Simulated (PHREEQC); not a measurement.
A made-up water analysis in mg/L, 25 °C, pH 6.2, pe -0.8:

```json
[
 {"constituent": "Na", "mg/L": "0.00371"},
 {"constituent": "K", "mg/L": "0.00554"},
 {"constituent": "Ca", "mg/L": "0.0224"},
 {"constituent": "Mg", "mg/L": "0.00213"},
 {"constituent": "Cl", "mg/L": "0.00522"},
 {"constituent": "S(6) as SO4", "mg/L": "0.00847"},
 {"constituent": "Alkalinity as HCO3", "mg/L": "0.0763"},
 {"constituent": "Zn", "mg/L": "8.22e-05"},
 {"constituent": "F", "mg/L": "4.91e-05"},
 {"constituent": "Si as SiO2", "mg/L": "9.59e-05"}
]
```

Valence states are taken as typed.

Model: ion-association model, phreeqc.dat, run in PHREEQC.

The ionic strength comes out as 2.96e-6 mol/kgw and the charge-balance error is 0.5 %.

```
species  molality  activity   log γ
-------  --------  --------  ------
CO2       2.64e-6   2.64e-6   0.000
HCO3-     1.87e-6   1.86e-6  -0.001
H+        6.32e-7   6.31e-7  -0.001
Ca+2      5.59e-7   5.54e-7  -0.003
Na+       1.61e-7   1.61e-7  -0.001
Cl-       1.47e-7   1.47e-7  -0.001
K+        1.42e-7   1.41e-7  -0.001
SO4-2     8.82e-8   8.75e-8  -0.003
Mg+2      8.76e-8   8.69e-8  -0.003
OH-       1.61e-8   1.60e-8  -0.001
F-        2.58e-9   2.58e-9  -0.001
H4SiO4    1.60e-9   1.60e-9   0.000
Zn+2      1.25e-9   1.24e-9  -0.003
```

This is a speciation only: nothing precipitates in the calculation. SiF6-2 is the database's only silicon fluoride.
